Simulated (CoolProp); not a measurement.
Properties of nitrous oxide at several states (Tc = 309.5 K, pc = 72.45 bar, ω = 0.161).

Model: reference Helmholtz-energy equation of state, Lemmon 2006, in CoolProp. It is a short technical equation, of lower accuracy than the large ones.

```tsv
T (K)	p (bar)	phase	density (kg/m³)	cp (kJ/(kg K))	cv (kJ/(kg K))	isothermal compressibility (1/MPa)	fugacity coefficient
195	29.8	liquid	1204	1.720	0.9465	0.001288	0.06224
288.3	0.87	gas	1.606	0.8726	0.6794	11.55	0.9948
488.6	52.1	gas	59.24	1.119	0.8621	0.2010	0.9530
331.7	0.608	gas	0.9726	0.9124	0.7215	16.49	0.9977
```
